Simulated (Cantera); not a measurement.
A Cantera script and what it prints.

```python
import numpy as np
import cantera as ct

gas_names = [...]  # 116 gases of nasa_gas.yaml made of C, H, Mg, O
cond_names = """
    C(gr) C6H6(L) C7H8(L) C8H18(L),n-octa H2O(s) H2O(L) Mg(cr) Mg(L) MgCO3(s) MgO(s) MgO(L) MgO2H2(s)
""".split()


# ... load() reads the species with a 1 bar reference pressure and builds the phases ...
atoms = {
    'MgO': {'Mg': 1, 'O': 1},
    'C': {'C': 1},
    'H2': {'H': 2},
}
top_T = {'C(gr)': 4500}  # K; cautious upper limits of use, not melting points


# ... equilibrate(T, P, feed) seeds the gas with the atoms and calls Mixture.equilibrate('TP', solver="vcs", rtol=1e-11, max_steps=5000) ...
results = []
feed = {'MgO': 1, 'C': 0.014, 'H2': 2}  # mol
T = 2448  # K
P = 100000  # Pa
mix = equilibrate(T, P, feed)
results.append((T, P, feed, dict(zip(mix.species_names, mix.species_moles))))
print(gas.report(threshold=0.0001))
for i in range(1, mix.n_phases):
    print(f"{mix.phase(i).name:16s} {mix.phase_moles(i):12.5e} mol")
```

It prints:

```
       temperature   2448 K
          pressure   1e+05 Pa
           density   0.020257 kg/m^3
  mean mol. weight   4.1231 kg/kmol
   phase of matter   gas

                          1 kg             1 kmol
                     ---------------   ---------------
          enthalpy        1.6531e+07        6.8157e+07  J
   internal energy        1.1594e+07        4.7803e+07  J
           entropy             49350        2.0347e+05  J/K
    Gibbs function       -1.0428e+08       -4.2994e+08  J
 heat capacity c_p            8597.5             35448  J/K
 heat capacity c_v            6580.9             27134  J/K

                      mass frac. Y      mole frac. X     chem. pot. / RT
                     ---------------   ---------------   ---------------
                CO          0.043902         0.0064624           -38.883
                 H         0.0045521           0.01862           -10.139
                H2           0.42775           0.87483           -20.277
               H2O           0.20126          0.046061           -43.355
                Mg           0.30605          0.051917           -16.679
               MgH         0.0058037        0.00094532           -26.817
              MgOH         0.0085468          0.000853           -49.895
                OH        0.00078835        0.00019112           -33.216
     [ +108 minor]         0.0013483        0.00011945

C(gr)             0.00000e+00 mol
Mg(L)             0.00000e+00 mol
MgO(s)            8.84505e-01 mol
```

Method: chemical equilibrium by Gibbs-energy minimisation in Cantera with the NASA 1993 tables (ideal gas, pure condensed phases). The tables' values for MgH are old estimates; treat these amounts as uncertain.
